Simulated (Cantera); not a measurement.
Charge: 1 mol PbF2, 0.043 mol HF, 19 mol N2, equilibrated at 57.0 Pa.

Method: chemical equilibrium by Gibbs-energy minimisation in Cantera with the NASA 1993 tables (ideal gas, pure condensed phases). Candidate condensed phases: Pb, PbF2; 26 gas species. Kinetics and transport are ignored.

x: gas mole fraction; nothing condenses.

| T (K) | x N2 | x PbF2 | x PbF4 | x Pb | x F | x PbF |
|---|---|---|---|---|---|---|
| 1023 | 0.948 | 0.0191 | 0.0151 | 0.0147 | 3.42e-12 | 0.000965 |
| 1123 | 0.948 | 0.0226 | 0.0133 | 0.0126 | 2.58e-10 | 0.00145 |
| 1223 | 0.948 | 0.0254 | 0.0118 | 0.0108 | 9.65e-9 | 0.00199 |
| 1323 | 0.948 | 0.0275 | (withheld) | (withheld) | (withheld) | (withheld) |
| 1423 | 0.948 | 0.0292 | 0.00959 | (withheld) | (withheld) | (withheld) |
| 1523 | 0.948 | 0.0304 | 0.00883 | 0.00701 | 2.96e-5 | 0.00367 |
| 1623 | 0.948 | 0.0313 | 0.00819 | 0.00620 | 0.000223 | 0.00421 |
| 1723 | 0.947 | 0.0319 | 0.00744 | 0.00570 | 0.00131 | 0.00479 |
| 1823 | 0.942 | 0.0320 | 0.00589 | 0.00600 | 0.00590 | 0.00568 |

**Question.** What belongs in the gaps?

**Answer.** 
- 1323, x PbF4: 0.0105
- 1323, x Pb: 0.00927
- 1323, x F: 2.09e-7
- 1323, x PbF: 0.00255
- 1423, x Pb: 0.00803
- 1423, x F: 2.96e-6
- 1423, x PbF: 0.00312
